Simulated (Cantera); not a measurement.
Cantera run:

```python
import numpy as np
import cantera as ct

gas_names = """
    H HO2 H2 H2O H2O2 O OH O2 O3 Ta TaO TaO2
""".split()
cond_names = """
    H2O(s) H2O(L) Ta(cr) Ta(L) Ta2O5(s) Ta2O5(L)
""".split()


# ... load() reads the species with a 1 bar reference pressure and builds the phases ...
atoms = {
    'Ta2O5': {'Ta': 2, 'O': 5},
    'H2': {'H': 2},
    'H2O': {'H': 2, 'O': 1},
}
top_T = {}  # K; cautious upper limits of use, not melting points


# ... equilibrate(T, P, feed) seeds the gas with the atoms and calls Mixture.equilibrate('TP', solver="vcs", rtol=1e-11, max_steps=5000) ...
results = []
feed = {'Ta2O5': 1, 'H2': 570, 'H2O': 4.8}  # mol
T = 1973.15  # K
for P in [10, 68, 460, 3200, 22000, 150000, 1000000]:
    mix = equilibrate(T, P, feed)
    results.append((T, P, feed, dict(zip(mix.species_names, mix.species_moles))))

top = {s: max(r[3][s] / sum(r[3][g] for g in gas_names) for r in results) for s in gas_names}
cols = sorted((s for s in top if top[s] > 0.001), key=lambda s: -top[s])[:6]
seen = [c for c in cond_names if any(r[3].get(c, 0) > 1e-12 for r in results)]
print("log10 of partial pressures in bar; condensed amounts in mol")
print(f"{'P/Pa':>10s}" + "".join(f"{s[:9]:>10s}" for s in cols + seen))
for T, P, feed, n in results:
    ng = sum(n[g] for g in gas_names)
    print(f"{P:10.4g}" + "".join(f"{np.log10(max(n[s] / ng * P / 1e5, 1e-99)):10.3f}" for s in cols)
          + "".join(f"{n.get(c, 0):10.4g}" for c in seen))
```

Result:

```
log10 of partial pressures in bar; condensed amounts in mol
      P/Pa        H2         H       H2O      TaO2  Ta2O5(s)
        10    -4.064    -4.902    -6.043    -6.589    0.1845
        68    -3.194    -4.466    -5.247    -6.552    0.8739
       460    -2.350    -4.044    -4.419    -6.544    0.9813
      3200    -1.502    -3.620    -3.575    -6.542    0.9973
   2.2e+04    -0.662    -3.201    -2.737    -6.541    0.9996
   1.5e+05     0.172    -2.783    -1.902    -6.541    0.9999
     1e+06     0.996    -2.371    -1.078    -6.541         1
```

Method: chemical equilibrium by Gibbs-energy minimisation in Cantera with the NASA 1993 tables (ideal gas, pure condensed phases).
